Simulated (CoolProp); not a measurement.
Model: reference Helmholtz-energy equation of state, Lemmon 2005, in CoolProp. It is a short technical equation, of lower accuracy than the large ones.

### Question
For trans-2-butene, give the phase and the cv (kJ/(kg K)), Joule-Thomson coefficient (K/MPa), isothermal compressibility (1/MPa), expansivity (1/kK) at 251.85 °C and 8370 kPa.

### Answer
- 251.85 °C and 8370 kPa: supercritical; cv 2.34, Joule-Thomson coefficient 5.04, isothermal compressibility 0.168, expansivity 7.40
